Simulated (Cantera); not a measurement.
Input: 1 mol Si3N4, 1.1 mol H2O, 710 mol H2, equilibrated at 0.490 Pa.

These are equilibrium values from Cantera (NASA tables, ideal gas, pure condensed phases), not measurements of a reactor. Candidate condensed phases: H2O, Si, SiO2, Si2N2O, Si3N4; 35 gas species. Kinetics and transport are ignored. All values below are at 1650 K.

Base state: H2 0.953, H 0.0401, N2 0.00274, Si 0.00259, SiO 0.00151, SiH 1.02e-5 (mole fractions); condensed: gas only.

Task: What changes in the equilibrium state with this change: pressure from 0.490 Pa to 4.20 Pa?

Result: 
```json
[
 {"species": "H2", "before": "0.953", "after": "0.979"},
 {"species": "H", "before": "0.0401", "after": "0.0139"},
 {"species": "N2", "before": "0.00274", "after": "0.00277"},
 {"species": "Si", "before": "0.00259", "after": "0.00259"},
 {"species": "SiH", "before": "1.02e-5", "after": "3.04e-5"},
 {"species": "SiO", "before": "0.00151", "after": "0.00153"}
]
```

Task: What changes in the equilibrium state with this change: pressure from 0.490 Pa to 2100 Pa?

Result: 
```csv
species,before,after
H2,0.953,0.995
N2,0.00274,0.00280
SiO,0.00151,0.00154
H,0.0401,0.000625
Si,0.00259,1.28e-5
SiH,1.02e-5,3.37e-6
"Si(s), mol",0,1.88
```
